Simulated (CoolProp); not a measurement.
A closed Brayton cycle with dry air: compressor inlet 318.15 K and 2.6 MPa, high pressure 5.34 MPa, turbine inlet 815 K, compressor efficiency 0.85, turbine efficiency 0.9, recuperator effectiveness 0.8 (on enthalpy, no pinch check). Each further row changes one setting.

The numbers come from the reference Helmholtz-energy equation of state, Lemmon 2000 in CoolProp. It is a pseudo-pure fit of the blend.

```json
[
 {"case": "as stated", "thermal efficiency (%)": "26.5", "net work (kJ/kg)": "53.6", "compressor to turbine work": "0.62", "compressor exit (K)": "404.0", "turbine exit (K)": "687.8"},
 {"case": "turbine inlet 765 K", "thermal efficiency (%)": "?", "net work (kJ/kg)": "?", "compressor to turbine work": "0.66", "compressor exit (K)": "404.0", "turbine exit (K)": "?"},
 {"case": "compressor inlet 328.15 K", "thermal efficiency (%)": "25.5", "net work (kJ/kg)": "50.8", "compressor to turbine work": "0.64", "compressor exit (K)": "416.6", "turbine exit (K)": "687.8"},
 {"case": "high pressure 4.54 MPa", "thermal efficiency (%)": "24.9", "net work (kJ/kg)": "?", "compressor to turbine work": "0.59", "compressor exit (K)": "383.1", "turbine exit (K)": "?"},
 {"case": "recuperator effectiveness 0.5", "thermal efficiency (%)": "?", "net work (kJ/kg)": "53.6", "compressor to turbine work": "0.62", "compressor exit (K)": "404.0", "turbine exit (K)": "687.8"}
]
```

Q: Some entries are withheld; supply them.

A: 
- turbine inlet 765 K, thermal efficiency (%): 24.4
- turbine inlet 765 K, net work (kJ/kg): 45.0
- turbine inlet 765 K, turbine exit (K): 644.4
- high pressure 4.54 MPa, net work (kJ/kg): 45.4
- high pressure 4.54 MPa, turbine exit (K): 714.7
- recuperator effectiveness 0.5, thermal efficiency (%): 18.4
